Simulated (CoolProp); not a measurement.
Properties of octamethyltrisiloxane (MDM) along the isotherm 301.85 °C (Tc = 292.2 °C, pc = 1.438 MPa, ω = 0.528).

Values from CoolProp's reference Helmholtz-energy equation of state, Thol 2017.

```json
[
 {"p (MPa)": "0.0479", "phase": "gas", "cp (kJ/(kg K))": "2.096", "cv (kJ/(kg K))": "2.058", "speed of sound (m/s)": "141.9", "Joule-Thomson coefficient (K/MPa)": "8.287", "isothermal compressibility (1/MPa)": "21.10"},
 {"p (MPa)": "0.0958", "phase": "gas", "cp (kJ/(kg K))": "2.100", "cv (kJ/(kg K))": "2.060", "speed of sound (m/s)": "140.5", "Joule-Thomson coefficient (K/MPa)": "8.449", "isothermal compressibility (1/MPa)": "10.67"},
 {"p (MPa)": "0.144", "phase": "gas", "cp (kJ/(kg K))": "2.104", "cv (kJ/(kg K))": "2.062", "speed of sound (m/s)": "139.0", "Joule-Thomson coefficient (K/MPa)": "8.621", "isothermal compressibility (1/MPa)": "7.180"},
 {"p (MPa)": "0.192", "phase": "gas", "cp (kJ/(kg K))": "2.108", "cv (kJ/(kg K))": "2.063", "speed of sound (m/s)": "137.4", "Joule-Thomson coefficient (K/MPa)": "8.801", "isothermal compressibility (1/MPa)": "5.451"},
 {"p (MPa)": "0.24", "phase": "gas", "cp (kJ/(kg K))": "2.113", "cv (kJ/(kg K))": "2.065", "speed of sound (m/s)": "135.8", "Joule-Thomson coefficient (K/MPa)": "8.990", "isothermal compressibility (1/MPa)": "4.417"},
 {"p (MPa)": "0.288", "phase": "gas", "cp (kJ/(kg K))": "2.118", "cv (kJ/(kg K))": "2.067", "speed of sound (m/s)": "134.2", "Joule-Thomson coefficient (K/MPa)": "9.190", "isothermal compressibility (1/MPa)": "3.731"},
 {"p (MPa)": "0.335", "phase": "gas", "cp (kJ/(kg K))": "2.124", "cv (kJ/(kg K))": "2.069", "speed of sound (m/s)": "132.6", "Joule-Thomson coefficient (K/MPa)": "9.397", "isothermal compressibility (1/MPa)": "3.252"},
 {"p (MPa)": "0.383", "phase": "gas", "cp (kJ/(kg K))": "2.129", "cv (kJ/(kg K))": "2.071", "speed of sound (m/s)": "130.8", "Joule-Thomson coefficient (K/MPa)": "9.621", "isothermal compressibility (1/MPa)": "2.888"},
 {"p (MPa)": "0.431", "phase": "gas", "cp (kJ/(kg K))": "2.136", "cv (kJ/(kg K))": "2.073", "speed of sound (m/s)": "129.1", "Joule-Thomson coefficient (K/MPa)": "9.859", "isothermal compressibility (1/MPa)": "2.607"},
 {"p (MPa)": "0.479", "phase": "gas", "cp (kJ/(kg K))": "2.143", "cv (kJ/(kg K))": "2.075", "speed of sound (m/s)": "127.2", "Joule-Thomson coefficient (K/MPa)": "10.11", "isothermal compressibility (1/MPa)": "2.385"},
 {"p (MPa)": "0.527", "phase": "gas", "cp (kJ/(kg K))": "2.150", "cv (kJ/(kg K))": "2.077", "speed of sound (m/s)": "125.4", "Joule-Thomson coefficient (K/MPa)": "10.38", "isothermal compressibility (1/MPa)": "2.206"},
 {"p (MPa)": "0.575", "phase": "gas", "cp (kJ/(kg K))": "2.158", "cv (kJ/(kg K))": "2.079", "speed of sound (m/s)": "123.4", "Joule-Thomson coefficient (K/MPa)": "10.67", "isothermal compressibility (1/MPa)": "2.061"},
 {"p (MPa)": "0.623", "phase": "gas", "cp (kJ/(kg K))": "2.167", "cv (kJ/(kg K))": "2.081", "speed of sound (m/s)": "121.4", "Joule-Thomson coefficient (K/MPa)": "10.98", "isothermal compressibility (1/MPa)": "1.940"},
 {"p (MPa)": "0.671", "phase": "gas", "cp (kJ/(kg K))": "2.177", "cv (kJ/(kg K))": "2.084", "speed of sound (m/s)": "119.3", "Joule-Thomson coefficient (K/MPa)": "11.31", "isothermal compressibility (1/MPa)": "1.840"},
 {"p (MPa)": "0.719", "phase": "gas", "cp (kJ/(kg K))": "2.188", "cv (kJ/(kg K))": "2.086", "speed of sound (m/s)": "117.2", "Joule-Thomson coefficient (K/MPa)": "11.67", "isothermal compressibility (1/MPa)": "1.757"}
]
```
